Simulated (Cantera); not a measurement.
# Aluminium nitride and oxide growth: AlI₃ + O₂ + N₂

Input: 1 mol AlI₃, 0.69 mol O₂, 160 mol N₂, at 1650 K.

Cantera equilibrium calculation (NASA polynomials, part measured and part estimated; ideal gas, pure solids and liquids). Candidate condensed phases: Al, AlI₃, AlN, Al₂O₃, I₂; 21 gas species. Mutual solubility and eutectic melting of coexisting phases are not modelled. Rates play no part.

```json
[
 {"P (Pa)": "10", "x N₂": "0.981", "x I": "0.0180", "x AlI": "0.000390", "x Al": "9.50e-5", "x I₂": "6.90e-9", "x AlI₃": "<1e-12", "n Al₂O₃(s)": "0.460", "n AlN(s)": "0"},
 {"P (Pa)": "37", "x N₂": "0.982", "x I": "0.0179", "x AlI": "0.000458", "x Al": "3.03e-5", "x I₂": "2.53e-8", "x AlI₃": "1.28e-11", "n Al₂O₃(s)": "0.460", "n AlN(s)": "0"},
 {"P (Pa)": "140", "x N₂": "0.982", "x I": "0.0179", "x AlI": "0.000482", "x Al": "8.43e-6", "x I₂": "9.56e-8", "x AlI₃": "1.92e-10", "n Al₂O₃(s)": "0.460", "n AlN(s)": "0"},
 {"P (Pa)": "520", "x N₂": "0.982", "x I": "0.0179", "x AlI": "0.000488", "x Al": "2.30e-6", "x I₂": "3.55e-7", "x AlI₃": "2.69e-9", "n Al₂O₃(s)": "0.460", "n AlN(s)": "0"},
 {"P (Pa)": "1900", "x N₂": "0.982", "x I": "0.0179", "x AlI": "0.000490", "x Al": "6.33e-7", "x I₂": "1.30e-6", "x AlI₃": "3.60e-8", "n Al₂O₃(s)": "0.460", "n AlN(s)": "0"},
 {"P (Pa)": "7200", "x N₂": "0.982", "x I": "0.0179", "x AlI": "0.000490", "x Al": "1.67e-7", "x I₂": "4.91e-6", "x AlI₃": "5.17e-7", "n Al₂O₃(s)": "0.460", "n AlN(s)": "0"},
 {"P (Pa)": "27000", "x N₂": "0.982", "x I": "0.0179", "x AlI": "0.000484", "x Al": "4.40e-8", "x I₂": "1.83e-5", "x AlI₃": "7.14e-6", "n Al₂O₃(s)": "0.460", "n AlN(s)": "0"},
 {"P (Pa)": "100000", "x N₂": "0.982", "x I": "0.0179", "x AlI": "0.000262", "x Al": "6.44e-9", "x I₂": "6.78e-5", "x AlI₃": "5.29e-5", "n Al₂O₃(s)": "0.460", "n AlN(s)": "0.0287"}
]
```
x: gas mole fraction; n: condensed amount in mol.

From 10.0 Pa to 0.270 bar the condensed part is Al₂O₃(s). At 1.00 bar the condensed part is AlN(s) + Al₂O₃(s). The main Al-bearing gas is AlI throughout. The share of Al in condensed phases is highest at 1.00 bar (94.9 %) and lowest at 10.0 Pa (91.9 %).
